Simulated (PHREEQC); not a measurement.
Consider water at 20 °C with 8.1 mmol/kgw ZnCl2, 0.66 mmol/kgw H3BO3 and 4.2 mmol/kgw H2SO4. Closed to the air; pH follows from the charge balance.

Model: ion-association model, phreeqc.dat, run in PHREEQC.

Q: The ionic strength comes out as 0.0309 mol/kgw. What activity coefficients do H+, HSO4-, ZnCl+, SO4-2, Cl- get?

A: H+ 0.87, HSO4- 0.85, ZnCl+ 0.85, SO4-2 0.53, Cl- 0.85.

This is a speciation only: nothing precipitates in the calculation. Complexes and solids missing from the database can't appear.
